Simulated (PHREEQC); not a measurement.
Make-up at 20 °C: 44 mmol/kgw CdCl2. It is in equilibrium with CO2 at log p = -1 (atm). Otherwise closed; pH follows from the charge balance.

Computed with PHREEQC (ion-association model, phreeqc.dat).

Each row changes one thing in this solution. This is a speciation only: nothing precipitates in the calculation.

```json
[
 {"case": "as made", "pH": "4.35", "ionic strength (mol/kgw)": "0.0663", "Cl- (mol/kgw)": "0.0531", "HCO3- (mol/kgw)": "4.47e-5", "(CO2)2 (mol/kgw)": "2.34e-7"},
 {"case": "temperature from 20 to 30 °C", "pH": "4.38", "ionic strength (mol/kgw)": "0.0658", "Cl- (mol/kgw)": "0.0528", "HCO3- (mol/kgw)": "4.17e-5", "(CO2)2 (mol/kgw)": "1.89e-7"},
 {"case": "CdCl2 replaced by (CH3)4NCl at the same molality", "pH": "4.39", "ionic strength (mol/kgw)": "0.0440", "Cl- (mol/kgw)": "0.0440", "HCO3- (mol/kgw)": "4.75e-5", "(CO2)2 (mol/kgw)": "2.35e-7"},
 {"case": "CdCl2 from 0.044 to 0.0396 mol/kgw", "pH": "4.35", "ionic strength (mol/kgw)": "0.0611", "Cl- (mol/kgw)": "0.0487", "HCO3- (mol/kgw)": "4.47e-5", "(CO2)2 (mol/kgw)": "2.34e-7"},
 {"case": "CdCl2 replaced by HCl at the same molality", "pH": "1.42", "ionic strength (mol/kgw)": "0.0440", "Cl- (mol/kgw)": "0.0440", "HCO3- (mol/kgw)": "5.12e-8", "(CO2)2 (mol/kgw)": "2.35e-7"}
]
```
